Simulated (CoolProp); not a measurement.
Vapour-liquid equilibrium of n-hexane (1) + ethylbenzene (2) at 313.8 K; x and y are mole fractions of (1).

The numbers come from the multi-fluid Helmholtz-energy mixture model, Thol 2019 and Zhou 2012; pair parameters Bell 2016 in CoolProp.

```json
[
 {"x": "0.05", "bubble pressure (MPa)": "0.005615", "y at the bubble point": "0.495", "dew pressure at overall composition x (MPa)": "0.003120", "liquid density (mol/L)": "7.969"},
 {"x": "0.15", "bubble pressure (MPa)": "0.01029", "y at the bubble point": "0.750", "dew pressure at overall composition x (MPa)": "0.003466", "liquid density (mol/L)": "7.918"},
 {"x": "0.25", "bubble pressure (MPa)": "0.01434", "y at the bubble point": "0.838", "dew pressure at overall composition x (MPa)": "0.003899", "liquid density (mol/L)": "7.865"},
 {"x": "0.35", "bubble pressure (MPa)": "0.01793", "y at the bubble point": "0.884", "dew pressure at overall composition x (MPa)": "0.004454", "liquid density (mol/L)": "7.811"},
 {"x": "0.45", "bubble pressure (MPa)": "0.02120", "y at the bubble point": "0.914", "dew pressure at overall composition x (MPa)": "0.005193", "liquid density (mol/L)": "7.756"},
 {"x": "0.55", "bubble pressure (MPa)": "0.02428", "y at the bubble point": "0.936", "dew pressure at overall composition x (MPa)": "0.006225", "liquid density (mol/L)": "7.700"},
 {"x": "0.65", "bubble pressure (MPa)": "0.02727", "y at the bubble point": "0.953", "dew pressure at overall composition x (MPa)": "0.007762", "liquid density (mol/L)": "7.642"},
 {"x": "0.75", "bubble pressure (MPa)": "0.03025", "y at the bubble point": "0.968", "dew pressure at overall composition x (MPa)": "0.01029", "liquid density (mol/L)": "7.583"},
 {"x": "0.85", "bubble pressure (MPa)": "0.03331", "y at the bubble point": "0.981", "dew pressure at overall composition x (MPa)": "0.01512", "liquid density (mol/L)": "7.523"},
 {"x": "0.95", "bubble pressure (MPa)": "0.03653", "y at the bubble point": "0.994", "dew pressure at overall composition x (MPa)": "0.02673", "liquid density (mol/L)": "7.462"}
]
```

No azeotrope shows between x = 0.05 and 0.95.

Pair parameters are fitted to limited data, so mixtures are less certain than the pure fluids.
